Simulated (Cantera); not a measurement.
An isothermal, constant-pressure homogeneous reactor starts with CH4 : CO2 : H2 = 1 : 1.8 : 0.82 (molar parts), at 1275 K and 0.987 atm. Integrator tolerance rtol = 1e-08.

Computed with Cantera and GRI-Mech 3.0 (53 species, 325 reactions).

What does this change do: temperature 1275 to 2050 K?


```tsv
quantity	before	after
x(CH4) at 6.00 s	0.270 (gas-phase equilibrium 3.84e-5)	7.46e-9 (gas-phase equilibrium 8.51e-9)
x(CO2) at 6.00 s	0.467 (gas-phase equilibrium 0.0556)	0.0288 (gas-phase equilibrium 0.0288)
x(H2) at 6.00 s	0.204 (gas-phase equilibrium 0.415)	0.387 (gas-phase equilibrium 0.387)
x(CH2) at 6.00 s	2.39e-12 (gas-phase equilibrium <1e-12)	2.63e-12 (gas-phase equilibrium 2.99e-12)
x(HO2) at 6.00 s	<1e-12 (gas-phase equilibrium <1e-12)	1.61e-11 (gas-phase equilibrium 1.61e-11)
x(CH3) at 6.00 s	4.61e-6 (gas-phase equilibrium 8.63e-10)	5.36e-10 (gas-phase equilibrium 6.11e-10)
```
